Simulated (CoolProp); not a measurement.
R245fa at several states: density (kg/m³) from the reference equation and from simpler models built on Tc = 427.0 K, pc = 3.651 MPa, ω = 0.378; each cubic takes its own stable root.

Computed with CoolProp (reference Helmholtz-energy equation of state, Akasaka 2015).

```
T (K)  p (MPa)   phase  reference
-----  -------  ------  ---------
203.4     1.52  liquid       1572
290.6     7.26  liquid       1378
292.3     7.17  liquid       1374
279.5    0.616  liquid       1389
366.6     1.88  liquid       1128
212.5   0.0262  liquid       1550
```

How far does each simpler model (van der Waals, Soave-Redlich-Kwong, Peng-Robinson) lie from the reference over these 6 states: mean and median of the absolute difference, and the worst?


- van der Waals: mean 58.2 %, median 41.3 %, worst -99.9 % at 212.5 K and 0.0262 MPa
- Soave-Redlich-Kwong: mean 9.9 %, median 9.7 %, worst -12.4 % at 366.6 K and 1.88 MPa
- Peng-Robinson: mean 1.8 %, median 1.7 %, worst +3.1 % at 292.3 K and 7.17 MPa

At some of these states van der Waals gives the other phase, because its saturation line lies elsewhere.
